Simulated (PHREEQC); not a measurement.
1 kg of water holding 0.0049 mol NaCl, 0.5 mol Na2SO4, 0.011 mol Na2CO3 and 0.02 mol NaOH is evaporated at 25 °C; the solids stay in contact with the brine. CO2 from the air is kept out. Solids allowed: Burkeite, Halite, Mirabilite, Nahcolite, Natron, Thenardite, Trona. Others were left out.

The series has 28 steps of water left (kg), from 1 to 0.005013.

Computed with PHREEQC (Pitzer model, pitzer.dat).

**Question.** Which solids form, in which order, and at which step of the series does each first stand?

**Answer.** Mirabilite from water left = 0.2489 kg (pH 12.67), last present at water left = 0.01213 kg; Thenardite from water left = 0.01213 kg (pH 14.28); Burkeite from water left = 0.009031 kg (pH 14.46).
